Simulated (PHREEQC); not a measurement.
Solution (25 °C): 100 mmol/kgw HNO3 and 0.13 mmol/kgw ZnSO4. Closed to the air; pH follows from the charge balance.

Model: ion-association model, phreeqc.dat, run in PHREEQC.

Each row changes one thing in this solution. This is a speciation only: nothing precipitates in the calculation.

| case | pH | HSO4- (mol/kgw) | SO4-2 (mol/kgw) |
|---|---|---|---|
| as made | 1.08 | 0.000103 | 2.69e-5 |
| HNO3 left out | 6.42 | 4.30e-9 | 0.000127 |
| ZnSO4 replaced by H2SO4 at the same molality | 1.08 | 0.000103 | 2.69e-5 |
| 0.011 mol/kgw CO2 added | 1.08 | 0.000103 | 2.69e-5 |
| 0.15 mol/kgw LiNO3 added | 1.10 | 9.13e-5 | 3.27e-5 |
| temperature from 25 to 30 °C | 1.08 | 0.000105 | 2.48e-5 |
| temperature from 25 to 45 °C | 1.09 | 0.000111 | 1.88e-5 |

At this temperature some constants are extrapolated from 25 °C, and those without enthalpy data are left unchanged.
